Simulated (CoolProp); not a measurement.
Aqueous ethylene glycol as a coolant, at 25 °C, 1 atm.

Values from CoolProp's Melinder's fits for secondary coolants.

| mass % | freezing point (°C) | cp (kJ/(kg K)) | viscosity (mPa s) | conductivity (W/(m K)) | density (kg/m³) |
|---|---|---|---|---|---|
| 4.3 | -1.4 | 4.124 | 0.978 | 0.587 | 1002 |
| 8.9 | -2.9 | 4.064 | 1.09 | 0.565 | 1008 |
| 13.6 | -4.8 | 4.000 | 1.23 | 0.543 | 1014 |
| 18.2 | -7.0 | 3.933 | 1.38 | 0.521 | 1020 |
| 22.9 | -9.6 | 3.858 | 1.56 | 0.500 | 1026 |
| 27.5 | -12.7 | 3.778 | 1.76 | 0.480 | 1033 |
| 32.2 | -16.4 | 3.692 | 1.98 | 0.460 | 1039 |
| 36.8 | -20.5 | 3.603 | 2.23 | 0.442 | 1045 |
| 41.5 | -25.4 | 3.509 | 2.52 | 0.423 | 1051 |
| 46.1 | -30.9 | 3.417 | 2.84 | 0.406 | 1057 |
